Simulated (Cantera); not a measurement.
**Si2Cl6 + N2 + H2O (silicon epitaxy and polysilicon growth)**

Input: 1 mol Si2Cl6, 150 mol N2, 0.00073 mol H2O, at 0.900 Torr.

These are equilibrium values from Cantera (NASA tables, ideal gas, pure condensed phases), not measurements of a reactor. Candidate condensed phases: H2O, NH4Cl, Si, SiO2, Si2N2O, Si3N4; 47 gas species. The feed counts by its element totals alone. N2 is the only nitrogen source here; it is nearly inert below about 1500 K, so the nitride shown seldom forms there in practice. Mutual solubility and eutectic melting of coexisting phases are not modelled. The tables' values for SiCl3 are old estimates; treat these amounts as uncertain. Rates play no part.

From 675 °C to 975 °C the condensed part is Si2N2O(s) + Si3N4(s). At 1000 °C the condensed part is Si2N2O(s). The main Si-bearing gas is SiCl4 throughout.

| T (°C) | x N2 | x SiCl4 | x SiCl2 | x SiCl3 | n Si2N2O(s) | n Si3N4(s) |
|---|---|---|---|---|---|---|
| 675 | 0.990 | 0.00991 | 8.41e-7 | 1.57e-5 | 0.000730 | 0.166 |
| 700 | 0.990 | 0.00990 | 2.11e-6 | 2.70e-5 | 0.000730 | 0.166 |
| 725 | 0.990 | 0.00988 | 5.05e-6 | 4.51e-5 | 0.000730 | 0.166 |
| 750 | 0.990 | 0.00986 | 1.16e-5 | 7.35e-5 | 0.000730 | 0.165 |
| 775 | 0.990 | 0.00982 | 2.54e-5 | 0.000117 | 0.000730 | 0.164 |
| 800 | 0.990 | 0.00976 | 5.38e-5 | 0.000181 | 0.000730 | 0.163 |
| 825 | 0.990 | 0.00966 | 0.000110 | 0.000275 | 0.000730 | 0.160 |
| 850 | 0.990 | 0.00950 | 0.000216 | 0.000406 | 0.000730 | 0.156 |
| 875 | 0.990 | 0.00927 | 0.000410 | 0.000587 | 0.000730 | 0.149 |
| 900 | 0.989 | 0.00892 | 0.000752 | 0.000825 | 0.000730 | 0.137 |
| 925 | 0.989 | 0.00840 | 0.00133 | 0.00112 | 0.000730 | 0.119 |
| 950 | 0.989 | 0.00766 | 0.00225 | 0.00147 | 0.000729 | 0.0909 |
| 975 | 0.988 | 0.00668 | 0.00364 | 0.00184 | 0.000727 | 0.0510 |
| 1000 | 0.987 | 0.00550 | 0.00550 | 0.00215 | 0.000720 | 0 |
x: gas mole fraction; n: condensed amount in mol.
